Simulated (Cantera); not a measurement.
Feed: 1 mol Si2Cl6, 33 mol H2, 0.43 mol HCl, at 0.0133 bar.

Method: chemical equilibrium by Gibbs-energy minimisation in Cantera with the NASA 1993 tables (ideal gas, pure condensed phases). Candidate condensed phases: Si; 19 gas species. The feed counts by its element totals alone. Gases not in the tables: Si2H6 and higher silanes. Kinetics and transport are ignored.

Problem. Which condensed phases are stable at each of these points (T (K)): 898, 998, 1098, 1198, 1298, 1398, 1498, 1598, 1698, 1798?

Solution. 
```csv
T (K),condensed phases,Si condensed (%)
898,Si(s),19.5
998,Si(s),25.4
1098,Si(s),32.6
1198,Si(s),36.4
1298,Si(s),35.3
1398,Si(s),33.0
1498,Si(s),30.9
1598,Si(s),29.0
1698,Si(l),27.7
1798,Si(l),31.2
```

From 898 K to 1598 K the condensed part is Si(s). From 1698 K to 1798 K the condensed part is Si(l).
